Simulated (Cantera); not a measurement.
## Stirred combustor or abatement burner

A perfectly stirred reactor is fed with 0.763 % CH4, 0.0275 % C2H6, 0.664 % C3H8, 7.02 % O2, 91.5 % N2, at 0.280 bar; it is adiabatic with a 775 K inlet, and is followed from long to short residence time, starting on the burning branch (τ in s: 0.02, 0.012, 0.007, 0.0042, 0.0025, 0.0015, 0.00086, 0.00051, 0.0003, 0.00018, 0.00011, 6.3e-05, 3.7e-05).

Detailed kinetics in Cantera: GRI-Mech 3.0 (53 species, 325 reactions). GRI-Mech 3.0 was tuned for natural gas; its chemistry of propane as a main component is partial and can be far from experiment.

| τ (s) | T (K) | x CH4 | x C2H6 | x C3H8 | x H2O | x O2 | x C2H4 |
|---|---|---|---|---|---|---|---|
| 0.020 | 1313 | 4.15e-5 | 3.26e-7 | 6.86e-6 | 0.0405 | 0.0224 | 1.45e-5 |
| 0.012 | 1298 | 6.42e-5 | 4.96e-7 | 1.01e-5 | 0.0400 | 0.0232 | 2.10e-5 |
| 0.0070 | 1276 | 0.000112 | 8.50e-7 | 1.68e-5 | 0.0394 | 0.0245 | 3.44e-5 |
| 0.0042 | 1244 | 0.000234 | 1.80e-6 | 3.38e-5 | 0.0385 | 0.0267 | 7.03e-5 |
| 0.0025 | 775 | 0.00763 | 0.000275 | 0.00664 | <1e-12 | 0.0702 | <1e-12 |
| 0.0015 | 775 | 0.00763 | 0.000275 | 0.00664 | <1e-12 | 0.0702 | <1e-12 |
| 0.00086 | 775 | 0.00763 | 0.000275 | 0.00664 | <1e-12 | 0.0702 | <1e-12 |
| 0.00051 | 775 | 0.00763 | 0.000275 | 0.00664 | <1e-12 | 0.0702 | <1e-12 |
| 0.00030 | 775 | 0.00763 | 0.000275 | 0.00664 | <1e-12 | 0.0702 | <1e-12 |
| 0.00018 | 775 | 0.00763 | 0.000275 | 0.00664 | <1e-12 | 0.0702 | <1e-12 |
| 0.00011 | 775 | 0.00763 | 0.000275 | 0.00664 | <1e-12 | 0.0702 | <1e-12 |
| 6.3e-5 | 775 | 0.00763 | 0.000275 | 0.00664 | <1e-12 | 0.0702 | <1e-12 |
| 3.7e-5 | 775 | 0.00763 | 0.000275 | 0.00664 | <1e-12 | 0.0702 | <1e-12 |
x: mole fraction; the columns are a selection and need not sum to one.
